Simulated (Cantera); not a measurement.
Feed: 1 mol SiCl4, 0.055 mol CH4, 110 mol H2, 0.43 mol C3H8, held at 5400 Pa.

Method: chemical equilibrium by Gibbs-energy minimisation in Cantera with the NASA 1993 tables (ideal gas, pure condensed phases). Candidate condensed phases: C, C6H6, C7H8, C8H18, Si, SiC; 109 gas species. The tables' values for SiCl are old estimates; treat these amounts as uncertain. Gases not in the tables: Si2H6 and higher silanes. The numbers say what is thermodynamically allowed, not how fast it happens. All values below are at 2200 K.

Base state: H2 0.939, HCl 0.0335, H 0.0235, C2H2 (acetylene) 0.00209, Si 0.000786, Cl 0.000609, SiCl2 0.000265, SiH 7.83e-5 (mole fractions); condensed: SiC(s).

Problem. What changes in the equilibrium state with this change: SiCl4 replaced by SiHCl3?

Solution. 
```csv
species,before,after
H2,0.939,0.947
HCl,0.0335,0.0252
H,0.0235,0.0236
Cl,0.000609,0.000456
Si,0.000786,0.000800
SiCl2,0.000265,0.000151
SiCl,7.80e-5,5.95e-5
"SiC(s), mol",0.838,0.852
```
